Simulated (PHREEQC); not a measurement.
# Arsenic or selenium liquor

Consider water at 25 °C with 0.0066 mol Na2HAsO4, 0.0073 mol HCl and 0.16 mol NaCl per kg of water. Closed to the air; pH follows from the charge balance.

All values are PHREEQC results (ion-association model, wateq4f.dat), not measurements.

Each row changes one thing in this solution. This is a speciation only: nothing precipitates in the calculation.

```tsv
case	pH	ionic strength (mol/kgw)	H2AsO4- (mol/kgw)	H3AsO4 (mol/kgw)	HAsO4-2 (mol/kgw)	SI of Halite (NaCl)
as made	3.49	0.174	0.00630	0.000297	3.13e-6	-3.39
HCl from 0.0073 to 0.0109 mol/kgw	2.66	0.176	0.00502	0.00158	3.74e-7	-3.38
HCl replaced by NiCl2 at the same molality	8.43	0.199	0.000143	7.48e-11	0.00644	-3.38
NaCl replaced by MnCl2 at the same molality	3.48	0.416	0.00632	0.000276	3.40e-6	-4.33
HCl from 0.0073 to 0.0365 mol/kgw	1.70	0.198	0.00172	0.00488	1.43e-8	-3.33
HCl left out	8.86	0.180	5.46e-5	1.08e-11	0.00650	-3.41
Na2HAsO4 from 0.0066 to 0.0033 mol/kgw	2.60	0.170	0.00242	0.000879	1.56e-7	-3.40
diluted 5-fold with water	3.98	0.0348	0.00130	2.23e-5	1.45e-6	-4.67
```

Some of these states are supersaturated (in Ni(OH)2, Ni3(AsO4)2:8H2O, for instance). The database has no arsenate complexes of Ni.
